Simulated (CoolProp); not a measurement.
Saturation properties of carbon monoxide (Tc = 132.9 K, pc = 34.98 bar, ω = 0.050).

Model: reference Helmholtz-energy equation of state, Lemmon 2006, in CoolProp. It is a short technical equation, of lower accuracy than the large ones.

```tsv
T (K)	p (bar)	vapour density (kg/m³)	surface tension (mN/m)
102.7	6.612	25.66	5.18
104.5	7.485	29.04	4.83
106.4	8.494	32.99	4.46
108.2	9.535	37.14	4.11
110	10.67	41.74	3.77
111.8	11.89	46.84	3.43
113.6	13.21	52.51	3.10
115.5	14.71	59.21	2.75
117.3	16.25	66.33	2.42
119.1	17.90	74.36	2.11
120.9	19.66	83.49	1.79
122.7	21.55	93.97	1.49
124.6	23.69	106.9	1.17
126.4	25.85	121.7	0.884
128.2	28.17	140.1	0.607
```

It boils at 81.6 K under 1 atm.

Surface tension comes from a separate correlation (Mulero 2012).
